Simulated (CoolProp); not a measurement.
Values from CoolProp's reference Helmholtz-energy equation of state, Lemmon 2006. It is a short technical equation, of lower accuracy than the large ones.

Question: For nitrous oxide, give the phase and the cp (kJ/(kg K)), cv (kJ/(kg K)), speed of sound (m/s) at 22.25 °C and 0.685 MPa; 100.95 °C and 0.685 MPa.

Answer: 
- 22.25 °C and 0.685 MPa: gas; cp 0.923, cv 0.700, speed of sound 261
- 100.95 °C and 0.685 MPa: gas; cp 0.970, cv 0.764, speed of sound 294
